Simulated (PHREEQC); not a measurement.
Solution (20 °C): 0.29 mol/kgw NaHSO4 and 0.0034 mol/kgw KOH. Closed to the air; pH follows from the charge balance.

Model: ion-association model, phreeqc.dat, run in PHREEQC.

The ionic strength comes out as 0.461 mol/kgw. What activity coefficients do KSO4-, K+, SO4-2, H+, NaSO4- get?

KSO4- 0.70, K+ 0.65, SO4-2 0.21, H+ 0.77, NaSO4- 0.70.

Precipitation was switched off in this run.
